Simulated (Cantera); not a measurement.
A perfectly stirred reactor is fed with CH₄ : H₂ : CO₂ = 0.014 : 1 : 0.013 (molar parts), at 100.0 Torr; it is held at 2100 K, and followed from long to short residence time.

Cantera simulation using GRI-Mech 3.0 (53 species, 325 reactions); the numbers are that mechanism's predictions, not measurements.

Q: What does this change do: temperature 2100 to 2700 K?

A: 
```tsv
quantity	before	after
x(CH₄) at τ = 0.300 s	0.00104	9.86e-6
x(H₂) at τ = 0.300 s	0.963	0.837
x(CO₂) at τ = 0.300 s	4.62e-5	1.10e-6
x(C₂H) at τ = 0.300 s	7.24e-7	8.79e-6
x(C₂H₂) at τ = 0.300 s	0.00336	0.000498
x(CH₄) at τ = 9.40 ms	0.00536	0.000159
x(H₂) at τ = 9.40 ms	0.960	0.890
x(CO₂) at τ = 9.40 ms	0.000775	2.95e-5
x(C₂H) at τ = 9.40 ms	6.14e-7	1.79e-5
x(C₂H₂) at τ = 9.40 ms	0.00344	0.00178
```
